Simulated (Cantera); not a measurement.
A perfectly stirred reactor is fed with C2H4 : H2 = 1 : 17 (molar parts), at 650 Pa; it is held at 1875 K, and followed from long to short residence time.

Cantera simulation using GRI-Mech 3.0 (53 species, 325 reactions); the numbers are that mechanism's predictions, not measurements. GRI-Mech 3.0 was tuned for natural gas; its chemistry of ethylene as a main component is partial and can be far from experiment. GRI-Mech 3.0 stops at C3 and has no aromatics, soot or wall deposition, so with more carbon than oxygen in the feed, carbon stays in small species such as C2H2 where larger ones or solid carbon would form. Radical loss at walls, strong at low pressure, is not modelled.

x: mole fraction; the columns are a selection and need not sum to one.

```json
[
 {"τ (s)": "23", "x C2H4": "6.55e-6", "x H2": "0.941", "x H": "0.00690", "x CH4": "4.52e-5", "x CH3": "6.64e-6", "x C2H2": "0.0524", "x CH2": "[?]"},
 {"τ (s)": "6.9", "x C2H4": "1.34e-5", "x H2": "0.942", "x H": "0.00511", "x CH4": "3.94e-5", "x CH3": "4.27e-6", "x C2H2": "0.0525", "x CH2": "[?]"},
 {"τ (s)": "2.1", "x C2H4": "5.78e-5", "x H2": "0.945", "x H": "0.00256", "x CH4": "2.90e-5", "x CH3": "1.58e-6", "x C2H2": "0.0525", "x CH2": "[?]"},
 {"τ (s)": "0.61", "x C2H4": "0.000382", "x H2": "0.946", "x H": "0.000989", "x CH4": "2.08e-5", "x CH3": "4.39e-7", "x C2H2": "0.0522", "x CH2": "[?]"},
 {"τ (s)": "0.18", "x C2H4": "0.00204", "x H2": "0.947", "x H": "0.000418", "x CH4": "1.38e-5", "x CH3": "1.28e-7", "x C2H2": "0.0507", "x CH2": "[?]"},
 {"τ (s)": "0.055", "x C2H4": "0.00772", "x H2": "0.947", "x H": "0.000214", "x CH4": "8.41e-6", "x CH3": "4.86e-8", "x C2H2": "0.0453", "x CH2": "[?]"},
 {"τ (s)": "0.016", "x C2H4": "0.0217", "x H2": "0.946", "x H": "0.000122", "x CH4": "4.12e-6", "x CH3": "2.75e-8", "x C2H2": "0.0320", "x CH2": "[?]"},
 {"τ (s)": "0.0049", "x C2H4": "0.0389", "x H2": "0.945", "x H": "6.25e-5", "x CH4": "1.28e-6", "x CH3": "1.87e-8", "x C2H2": "0.0158", "x CH2": "[?]"},
 {"τ (s)": "0.0015", "x C2H4": "0.0495", "x H2": "0.945", "x H": "2.36e-5", "x CH4": "2.36e-7", "x CH3": "1.05e-8", "x C2H2": "0.00571", "x CH2": "[?]"}
]
```

### Question
Fill in the missing entries.

### Answer

- 23, x CH2: 5.81e-8
- 6.9, x CH2: 2.78e-8
- 2.1, x CH2: 5.63e-9
- 0.61, x CH2: 1.91e-9
- 0.18, x CH2: 3.13e-9
- 0.055, x CH2: 5.94e-9
- 0.016, x CH2: 9.45e-9
- 0.0049, x CH2: 8.58e-9
- 0.0015, x CH2: 3.94e-9
